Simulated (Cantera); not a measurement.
Cantera with NASA thermochemical tables; ideal gases at 1 bar, condensed phases pure. Values are per mole of reaction as written; species without (g) are pure solids or liquids, kept so even where they would boil at 1 bar.

Task: Between 2223 and 2923 K, where is each reaction favourable under standard conditions?
- 2 SO3(g) → 2 SO2(g) + O2(g)
- S2(g) + 4 O(g) → 2 SO2(g)

Result: 
- 2 SO3(g) → 2 SO2(g) + O2(g): ΔG° is -212 kJ at 2223 K and -337 kJ at 2923 K; it stays negative (K > 1). ΔH° is 180 kJ and ΔS° 177 J/K at 2923 K.
- S2(g) + 4 O(g) → 2 SO2(g): ΔG° is -826 kJ at 2223 K and -536 kJ at 2923 K; it stays negative (K > 1). ΔH° is -1749 kJ and ΔS° -415 J/K at 2923 K.
